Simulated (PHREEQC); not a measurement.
Model water analysis in mg/kgw, 25 °C, pH 7.25:

```tsv
constituent	mg/kgw
Na	2250
K	22.5
Ca	31.5
Mg	152
Cl	3870
S(6) as SO4	185
Alkalinity as HCO3	4.91
Br	9.76
Sr	69.4
```

Valence states are taken as typed.

Model: Pitzer model, pitzer.dat, run in PHREEQC.

This is a speciation only: nothing precipitates in the calculation.

Task: Order these C species by the share of C that they hold, largest first: CO3-2, HCO3-, CO2, MgCO3.

Result: HCO3- (90 %), CO2 (9.3 %), CO3-2 (0.22 %), MgCO3 (0.12 %)

The pH is 7.25 and the ionic strength 0.123 mol/kgw.
